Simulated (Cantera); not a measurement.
An isothermal, constant-pressure homogeneous reactor starts with 31.2 % C₃H₈, 68.8 % H₂, at 1675 K and 0.0550 bar.

Computed with Cantera and GRI-Mech 3.0 (53 species, 325 reactions). GRI-Mech 3.0 was tuned for natural gas; its chemistry of propane as a main component is partial and can be far from experiment. GRI-Mech 3.0 stops at C3 and has no aromatics, soot or wall deposition, so with more carbon than oxygen in the feed, carbon stays in small species such as C2H2 where larger ones or solid carbon would form.

One state of this run: x C₃H₈ = 7.96e-9; x H₂ = 0.693; x C₂H₂ = 0.219; x C₂H = 4.82e-7; x H = 0.000309; x C₂H₄ = 0.00102; x C₂H₆ = 2.45e-5. x: mole fraction; the columns are a selection and need not sum to one.

**Question.** Which value of t (s) does it belong to?
A. 0.00328
B. 0.555
C. 0.000910
D. 0.154

**Answer.** D, 0.154
